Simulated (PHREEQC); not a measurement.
Dissolve 0.079 mol CdCl2 and 0.001 mol H2SO4 per kg of water at 10 °C. Closed to the air; pH follows from the charge balance.

The numbers come from PHREEQC with the ion-association model, phreeqc.dat.

Precipitation was switched off in this run.

Task: Order these Cd species by the share of Cd that they hold, largest first: CdSO4, CdCl3-, Cd+2, CdCl+, CdCl2.

Result: CdCl+ (64 %), Cd+2 (22 %), CdCl2 (13 %), CdCl3- (0.55 %), CdSO4 (0.47 %)

Task: Order these Cl species by the share of Cl that they hold, largest first: CdCl2, CdCl3-, CdCl+, Cl-.

Result: Cl- (54 %), CdCl+ (32 %), CdCl2 (13 %), CdCl3- (0.82 %)

The pH is 2.79 and the ionic strength 0.106 mol/kgw. Species that the database lacks are ignored. At this temperature some constants are extrapolated from 25 °C, and those without enthalpy data are left unchanged.
